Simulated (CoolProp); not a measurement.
p-xylene at 411.71 K and 0.0573 MPa flows at 11 m/s in a round tube of 25 mm bore and 0.25 µm roughness, fully developed (64/Re and Nu = 3.66 if laminar; Colebrook and Gnielinski if turbulent). Each further row changes one setting.

Model: reference Helmholtz-energy equation of state, Zhou 2012, in CoolProp.

| case | Reynolds number | Darcy friction factor | pressure drop (Pa/m) | heat-transfer coefficient (W/(m² K)) | mass flow (kg/h) |
|---|---|---|---|---|---|
| as stated | 57300 | 0.0203 | 89.7 | 95.0 | 35.5 |
| velocity 22 m/s | 115000 | 0.0175 | … | … | … |
| diameter 50 mm | 115000 | 0.0175 | … | 81.8 | … |

Problem. Complete the blanks.

Solution. 
- velocity 22 m/s, pressure drop (Pa/m): 310
- velocity 22 m/s, heat-transfer coefficient (W/(m² K)): 164
- velocity 22 m/s, mass flow (kg/h): 70.9
- diameter 50 mm, pressure drop (Pa/m): 38.7
- diameter 50 mm, mass flow (kg/h): 142

Viscosity comes from a separate model (Balogun 2015). Thermal conductivity comes from a separate model (Mylona 2014).
